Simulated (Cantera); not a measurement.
Input: 1 mol SiCl4, 4.1 mol O3, 51 mol N2, at 1423 K and 14.0 mbar.

Equilibrium computed with Cantera from the NASA thermochemical tables; the gas is ideal and each condensed phase is pure. Candidate condensed phases: Si, SiO2, Si2N2O, Si3N4; 23 gas species. The tables hold silica as quartz up to 1696 K and as liquid above; real silica turns to tridymite and cristobalite and melts near 1996 K. Rates play no part.

Base state: N2 0.861, O2 0.0867, Cl 0.0359, Cl2 0.0158, NO 0.000553, ClO 3.41e-5 (mole fractions); condensed: SiO2(β-quartz).

Problem. What changes in the equilibrium state with this change: O3 from 4.1 to 3.1 mol?

Solution. 
```csv
species,before,after
N2,0.861,0.884
O2,0.0867,0.0630
Cl,0.0359,0.0366
Cl2,0.0158,0.0164
NO,0.000553,0.000477
ClO,3.41e-5,2.96e-5
"SiO2(β-quartz), mol",1.00,1.00
```

Problem. What changes in the equilibrium state with this change: N2 from 51 to 4.4 mol?

Solution. 
```json
[
 {"species": "O2", "before": "0.0867", "after": "0.424"},
 {"species": "N2", "before": "0.861", "after": "0.362"},
 {"species": "Cl2", "before": "0.0158", "after": "0.116"},
 {"species": "Cl", "before": "0.0359", "after": "0.0974"},
 {"species": "ClO", "before": "3.41e-5", "after": "0.000204"},
 {"species": "NO", "before": "0.000553", "after": "0.000792"},
 {"species": "SiO2(β-quartz), mol", "before": "1.00", "after": "1.00"}
]
```

Problem. What changes in the equilibrium state with this change: SiCl4 replaced by SiH2Cl2?

Solution. 
```csv
species,before,after
N2,0.861,0.876
O2,0.0867,0.0866
HCl,0,0.0282
Cl,0.0359,0.00545
Cl2,0.0158,0.000363
H2O,0,0.00308
OH,0,1.58e-5
"SiO2(β-quartz), mol",1.00,1.00
```
Further candidate phases: H2O, NH4Cl.
